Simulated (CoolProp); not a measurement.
Vapour-liquid equilibrium of carbon dioxide (1) + 1-butene (2) at 237.3 K; x and y are mole fractions of (1).

Model: multi-fluid Helmholtz-energy mixture model, Span 1996 and Lemmon 2005; pair parameters Bell 2016, in CoolProp.

```json
[
 {"x": "0.05", "bubble pressure, mixture model (MPa)": "0.1036", "bubble pressure, Raoult's law (MPa)": "0.08409", "y, mixture model": "0.745", "y, Raoult's law": "0.694"},
 {"x": "0.125", "bubble pressure, mixture model (MPa)": "0.2238", "bubble pressure, Raoult's law (MPa)": "0.1696", "y, mixture model": "0.887", "y, Raoult's law": "0.860"},
 {"x": "0.2", "bubble pressure, mixture model (MPa)": "0.3430", "bubble pressure, Raoult's law (MPa)": "0.2551", "y, mixture model": "0.929", "y, Raoult's law": "0.915"},
 {"x": "0.275", "bubble pressure, mixture model (MPa)": "0.4546", "bubble pressure, Raoult's law (MPa)": "0.3405", "y, mixture model": "0.949", "y, Raoult's law": "0.942"},
 {"x": "0.35", "bubble pressure, mixture model (MPa)": "0.5545", "bubble pressure, Raoult's law (MPa)": "0.4260", "y, mixture model": "0.961", "y, Raoult's law": "0.959"},
 {"x": "0.425", "bubble pressure, mixture model (MPa)": "0.6414", "bubble pressure, Raoult's law (MPa)": "0.5115", "y, mixture model": "0.968", "y, Raoult's law": "0.970"},
 {"x": "0.5", "bubble pressure, mixture model (MPa)": "0.7161", "bubble pressure, Raoult's law (MPa)": "0.5970", "y, mixture model": "0.973", "y, Raoult's law": "0.977"},
 {"x": "0.575", "bubble pressure, mixture model (MPa)": "0.7814", "bubble pressure, Raoult's law (MPa)": "0.6825", "y, mixture model": "0.977", "y, Raoult's law": "0.983"},
 {"x": "0.65", "bubble pressure, mixture model (MPa)": "0.8411", "bubble pressure, Raoult's law (MPa)": "0.7680", "y, mixture model": "0.980", "y, Raoult's law": "0.988"},
 {"x": "0.725", "bubble pressure, mixture model (MPa)": "0.8992", "bubble pressure, Raoult's law (MPa)": "0.8535", "y, mixture model": "0.984", "y, Raoult's law": "0.991"},
 {"x": "0.8", "bubble pressure, mixture model (MPa)": "0.9601", "bubble pressure, Raoult's law (MPa)": "0.9389", "y, mixture model": "0.987", "y, Raoult's law": "0.994"},
 {"x": "0.875", "bubble pressure, mixture model (MPa)": "1.028", "bubble pressure, Raoult's law (MPa)": "1.024", "y, mixture model": "0.991", "y, Raoult's law": "0.997"},
 {"x": "0.95", "bubble pressure, mixture model (MPa)": "1.107", "bubble pressure, Raoult's law (MPa)": "1.110", "y, mixture model": "0.996", "y, Raoult's law": "0.999"}
]
```

The largest gap from Raoult's law is +34.5 % in bubble pressure, at x = 0.2. No azeotrope shows between x = 0.05 and 0.95.

The pair parameters rest on a limited set of measurements; away from them the model extrapolates.
